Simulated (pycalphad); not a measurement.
Al-Zr solution, phase LIQUID, at 1950 K; mixing quantities and activities refer to the pure elements in the same phase at that temperature, stable or not. Over part of the range this solution is metastable.

All values are pycalphad results on the COST 507 light-alloy database (1999) (1 atm), not direct measurements. The database dates from 1999; later assessments differ in places, in temperatures and in the compounds included.

```
x(Zr)  ΔH mix (kJ/mol)  ΔG mix (kJ/mol)  excess S (J/mol/K)    a(Al)    a(Zr)
-----  ---------------  ---------------  ------------------  -------  -------
0.02             -2.35            -2.40               -0.79    0.980  0.00160
0.05                 ?                ?               -1.90        ?        ?
0.1             -11.06            -9.41               -3.55    0.901  0.00775
0.2             -20.05           -16.20               -6.13    0.763   0.0199
0.3             -26.56           -21.22               -7.82    0.576   0.0461
0.4             -30.33           -24.34               -8.67    0.376    0.102
0.5             -31.25           -25.43               -8.75    0.211    0.206
0.6             -29.37           -24.42               -8.13    0.104    0.367
0.7             -24.88           -21.36               -6.88   0.0466    0.566
0.8             -18.13           -16.37               -5.07   0.0196    0.756
0.9              -9.62            -9.53               -2.75  0.00736    0.898
0.95                 ?                ?               -1.42        ?        ?
0.98             -1.98            -2.43               -0.58  0.00146    0.980
```

Problem. Some entries are withheld; supply them.

Solution. 
- 0.05, ΔH mix (kJ/mol): -5.76
- 0.05, ΔG mix (kJ/mol): -5.27
- 0.05, a(Al): 0.952
- 0.05, a(Zr): 0.00383
- 0.95, ΔH mix (kJ/mol): -4.90
- 0.95, ΔG mix (kJ/mol): -5.35
- 0.95, a(Al): 0.00355
- 0.95, a(Zr): 0.951
